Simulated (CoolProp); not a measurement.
Vapour-liquid equilibrium of m-xylene (1) + n-decane (2) at 247.25 °C; x and y are mole fractions of (1).

The numbers come from the multi-fluid Helmholtz-energy mixture model, Zhou 2012 and Lemmon 2006; pair parameters Bell 2016 in CoolProp.

Give the bubble pressure and the first vapour's composition at x = 0.125, 0.35, 0.65. Is there an azeotrope?

x = 0.125: 0.5372 MPa, y = 0.198; x = 0.35: 0.6382 MPa, y = 0.475; x = 0.65: 0.7749 MPa, y = 0.755. No azeotrope shows between x = 0.05 and 0.95.

Pair parameters are fitted to limited data, so mixtures are less certain than the pure fluids.
